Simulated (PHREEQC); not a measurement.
Brine

Make-up at 25 °C and 100 atm: 3.1 mol H2SO4 and 0.0034 mol Na2B4O7 per kg of water. Closed to the air; pH follows from the charge balance.

Equilibrium calculation in PHREEQC: Pitzer model, pitzer.dat.

Precipitation was switched off in this run.

**Question.** What pH does the model give?

**Answer.** pH -1.16.

**Question.** In which forms is S present?

**Answer.** HSO4- 76 %, SO4-2 24 % of the S.

In brines, pH and single-ion activities rest on the MacInnes convention. Under pressure, the constants of complexes without a molar volume in the database are unreliable.
